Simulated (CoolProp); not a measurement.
Computed with CoolProp (reference Helmholtz-energy equation of state, Lemmon 2013).

Task: For propylene, give the phase and the cp (kJ/(kg K)), cv (kJ/(kg K)), isothermal compressibility (1/MPa), viscosity (µPa s) at 575 K and 17.5 MPa; 575 K and 24.5 MPa; 575 K and 31.5 MPa.

Result: 
- 575 K and 17.5 MPa: supercritical; cp 2.98, cv 2.36, isothermal compressibility 0.0550, viscosity 27.4
- 575 K and 24.5 MPa: supercritical; cp 3.03, cv 2.37, isothermal compressibility 0.0313, viscosity 33.3
- 575 K and 31.5 MPa: supercritical; cp 3.03, cv 2.38, isothermal compressibility 0.0197, viscosity 38.9

Viscosity comes from a separate model (Huber 2003), an estimate that may be off by 10 % or more.
